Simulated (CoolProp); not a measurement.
Saturation properties of R22 (Tc = 369.3 K, pc = 4.990 MPa, ω = 0.221).

The numbers come from the reference Helmholtz-energy equation of state, Kamei 1995 in CoolProp.

| T (K) | p (MPa) | liquid density (kg/m³) | enthalpy of vaporisation (kJ/kg) | liquid viscosity (µPa s) | vapour viscosity (µPa s) |
|---|---|---|---|---|---|
| 263.7 | 0.3617 | 1313 | 212.4 | 192 | 12.2 |
| 268.3 | 0.4240 | 1298 | 208.9 | 181 | 12.4 |
| 272.8 | 0.4923 | 1283 | 205.3 | 172 | 12.6 |
| 277.4 | 0.5705 | 1267 | 201.6 | 162 | 12.9 |
| 282 | 0.6577 | 1251 | 197.7 | 154 | 13.1 |
| 286.5 | 0.7522 | 1235 | 193.7 | 146 | 13.3 |
| 291.1 | 0.8590 | 1218 | 189.5 | 138 | 13.6 |
| 295.7 | 0.9766 | 1200 | 185.1 | 131 | 13.8 |
| 300.2 | 1.103 | 1183 | 180.7 | 124 | 14.1 |
| 304.8 | 1.244 | 1164 | 175.9 | 118 | 14.3 |

It boils at 232.3 K under 1 atm.

Viscosity comes from a separate model (Bell 2016), an estimate that may be off by 10 % or more.
